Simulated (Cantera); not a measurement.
Feed: 1 mol Si2Cl6, 0.92 mol HCl, 230 mol H2, equilibrated at 1.80 bar.

Equilibrium computed with Cantera from the NASA thermochemical tables; the gas is ideal and each condensed phase is pure. Candidate condensed phases: Si; 19 gas species. The feed counts by its element totals alone. Equilibrium is a limit: real reactors are often held back by kinetics, nucleation or transport.

Over these rows the condensed part is Si(s). Partial pressures as log10 of bar:

| T (K) | 1000/T (1/K) | log p SiHCl3 | log p H2 | log p HCl |
|---|---|---|---|---|
| 1073 | 0.9320 | -2.16 | 0.25 | -1.89 |
| 1173 | 0.8525 | -2.31 | 0.25 | -1.64 |
| 1273 | 0.7855 | -2.55 | 0.25 | -1.48 |
| 1373 | 0.7283 | -2.93 | 0.24 | -1.39 |
| 1473 | 0.6789 | ? | 0.24 | -1.36 |
| 1573 | 0.6357 | -3.83 | 0.24 | -1.35 |

Task: Fit log p(SiHCl3) = a + b·(1000/T) to the five rows, give the apparent enthalpy, and predict the row at 1473 K.

Result: Means: 1000/T = 0.7868, log p = -2.756. Sxy = 0.288034, Sxx = 0.0516547, so b = 5.58 and a = -2.756 − (5.58)×0.7868 = -7.15.
Apparent enthalpy: −19.145 × (5.58) = -107 kJ/mol. With the condensed phases at unit activity, Si(s) + 3 HCl(g) = SiHCl3(g) + H2(g) links this pressure to the main gases: over the six rows their terms move log p by +1.63 in all, so the slope isn't that reaction's ΔH° alone. The five rows lie within 0.23 of the line; that is curvature, so one enthalpy describes this range poorly.
Prediction at 1473 K: -7.15 + (5.58)×0.6789 = -3.36. The computed value is -3.38, 0.02 from the line.
